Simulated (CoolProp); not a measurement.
Chlorine along the isobar 6180 kPa: density (kg/m³) from the reference equation and from simpler models built on Tc = 416.9 K, pc = 7642 kPa, ω = 0.070; each cubic takes its own stable root.

Values from CoolProp's reference Helmholtz-energy equation of state, Thol 2021.

```csv
T (K),phase,reference,van der Waals,Soave-Redlich-Kwong
220.3,liquid,1624,1021,(withheld)
232.2,liquid,(withheld),1005,1471
244.1,liquid,1560,988.8,1444
256.1,liquid,1528,971.5,1415
268,liquid,1495,953.6,1385
279.9,liquid,1462,934.7,1353
291.8,liquid,(withheld),914.9,1319
303.7,liquid,1392,893.9,1282
315.6,liquid,1355,871.5,1243
327.5,liquid,1316,847.3,1201
339.4,liquid,(withheld),820.9,1155
351.3,liquid,1230,791.7,1105
```

Q: Fill in the missing entries.

A: 
- 220.3, Soave-Redlich-Kwong: 1497
- 232.2, reference: 1592
- 291.8, reference: 1427
- 339.4, reference: 1274
